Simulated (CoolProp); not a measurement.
Properties of octamethyltrisiloxane (MDM) along the isotherm 507.1 K.

Values from CoolProp's reference Helmholtz-energy equation of state, Thol 2017.

```tsv
p (MPa)	phase	Z	isothermal compressibility (1/MPa)
0.00682	gas	0.9976	147.0
0.0155	gas	0.9945	64.87
0.0353	gas	0.9875	28.69
0.0804	gas	0.9710	12.82
0.183	gas	0.9315	5.895
0.416	gas	0.8265	3.024
0.947	liquid	0.09528	0.02876
2.16	liquid	0.2111	0.02046
```
